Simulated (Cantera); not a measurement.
What does this Cantera script print?

```python
import numpy as np
import cantera as ct

gas = ct.Solution("SiF4_NH3_mec.yaml", "gas")
gas.TPX = 2325, 7600, {'NH3': 1, 'H2': 0.89}
inlet = ct.Reservoir(gas, clone=True)

reactor = ct.IdealGasConstPressureReactor(gas, energy="off", clone=False)
exhaust = ct.Reservoir(gas, clone=True)
tau = [23, 6, 1.5, 0.4, 0.1, 0.026, 0.0068, 0.0018, 0.00045, 0.00012][0]
for a, b in ((inlet, reactor), (reactor, exhaust)):
    ct.MassFlowController(a, b, mdot=lambda t: reactor.mass / tau)
net = ct.ReactorNet([reactor])
show = ['NH3', 'H2', 'H', 'N2H2', 'N2']

rows = []
print(f"{'tau/s':>10s}{'T/K':>9s}" + "".join(f"{s:>11s}" for s in show))
for tau in [23, 6, 1.5, 0.4, 0.1, 0.026, 0.0068, 0.0018, 0.00045, 0.00012]:
    net.initial_time = 0.0
    net.advance(30 * tau)
    before = gas.X
    net.advance(40 * tau)
    drift = np.max(np.abs(gas.X - before) / (gas.X + 1e-9))
    rows.append([gas.T, *gas[show].X, drift])
    print(f"{tau:10.3e}{gas.T:9.1f}" + "".join(f"{x:11.3e}" for x in gas[show].X))
```

Result:

```
     tau/s      T/K        NH3         H2          H       N2H2         N2
 2.300e+01   2325.0  6.414e-05  7.953e-01  3.464e-02  9.749e-10  1.700e-01
 6.000e+00   2325.0  1.557e-04  7.983e-01  3.129e-02  4.366e-09  1.702e-01
 1.500e+00   2325.0  1.053e-03  8.108e-01  1.691e-02  3.811e-08  1.711e-01
 4.000e-01   2325.0  1.716e-02  8.107e-01  4.937e-03  3.391e-07  1.668e-01
 1.000e-01   2325.0  7.855e-02  7.711e-01  2.695e-03  1.502e-06  1.467e-01
 2.600e-02   2325.0  2.175e-01  6.780e-01  1.694e-03  4.655e-06  1.010e-01
 6.800e-03   2325.0  3.864e-01  5.643e-01  1.171e-03  9.188e-06  4.541e-02
 1.800e-03   2325.0  4.833e-01  4.991e-01  9.367e-04  1.128e-05  1.358e-02
 4.500e-04   2325.0  5.181e-01  4.761e-01  7.522e-04  8.363e-06  2.368e-03
 1.200e-04   2325.0  5.267e-01  4.713e-01  4.130e-04  1.888e-06  1.205e-04
```

Computed with Cantera and the gas-phase N/H chemistry of the illustrative SiF4/NH3 mechanism in the Surface Chemkin manual (1991). Walls and surfaces, which speed up NH3 decomposition in real reactors, are not modelled.
